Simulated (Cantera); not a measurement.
An adiabatic, constant-volume homogeneous reactor starts with CO : H2 : CH4 : O2 : N2 = 1 : 0.08 : 0.56 : 2.48 : 9.32 (molar parts), at 1100 K and 9.87 atm. Integrator tolerance rtol = 1e-08.

Cantera simulation using GRI-Mech 3.0 (53 species, 325 reactions); the numbers are that mechanism's predictions, not measurements.

Question: What does this change do: initial temperature 1100 to 1173 K?

Answer: 
```json
[
 {"quantity": "time of steepest temperature rise", "before": "4.05 ms", "after": "1.60 ms"},
 {"quantity": "temperature at 0.400 s", "before": "2723 K", "after": "2758 K"},
 {"quantity": "equilibrium temperature", "before": "2723 K", "after": "2758 K"},
 {"quantity": "x(CO) at 0.400 s", "before": "0.0102 (gas-phase equilibrium 0.0102)", "after": "0.0120 (gas-phase equilibrium 0.0120)"},
 {"quantity": "x(H2) at 0.400 s", "before": "0.00119 (gas-phase equilibrium 0.00119)", "after": "0.00139 (gas-phase equilibrium 0.00139)"},
 {"quantity": "x(CH4) at 0.400 s", "before": "<1e-12 (gas-phase equilibrium <1e-12)", "after": "<1e-12 (gas-phase equilibrium <1e-12)"},
 {"quantity": "x(NO2) at 0.400 s", "before": "3.01e-5 (gas-phase equilibrium 3.01e-5)", "after": "3.00e-5 (gas-phase equilibrium 3.00e-5)"},
 {"quantity": "x(H2O) at 0.400 s", "before": "0.0866 (gas-phase equilibrium 0.0866)", "after": "0.0857 (gas-phase equilibrium 0.0857)"},
 {"quantity": "x(O) at 0.400 s", "before": "0.00196 (gas-phase equilibrium 0.00196)", "after": "0.00233 (gas-phase equilibrium 0.00233)"},
 {"quantity": "x(O2) at 0.400 s", "before": "0.0575 (gas-phase equilibrium 0.0575)", "after": "0.0576 (gas-phase equilibrium 0.0576)"}
]
```
